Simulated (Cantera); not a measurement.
A perfectly stirred reactor is fed with H₂ : O₂ : N₂ = 1 : 0.417 : 1.57 (molar parts), at 5.00 bar; it is adiabatic with a 798 K inlet, and is followed from long to short residence time, starting on the burning branch (τ in s: 0.49, 0.15, 0.045, 0.014, 0.0042, 0.0013, 0.00038, 0.00012, 3.5e-05).

Cantera simulation using the H2/O2 subset of GRI-Mech 3.0, which has no nitrogen chemistry; the numbers are that mechanism's predictions, not measurements. The hydrogen kinetics of GRI-Mech 3.0 are dated; newer H2 mechanisms differ, most at raised pressure.

One state of this run: T (K) = 2687; x H₂ = 0.0680; x O₂ = 0.00141; x H = 0.00802; x H₂O₂ = 2.90e-7; x O = 0.000694. x: mole fraction; the columns are a selection and need not sum to one.

Problem. Which value of τ (s) does it belong to?
A) 0.045
B) 0.00012
C) 0.0013
D) 0.49

Solution. C, 0.0013
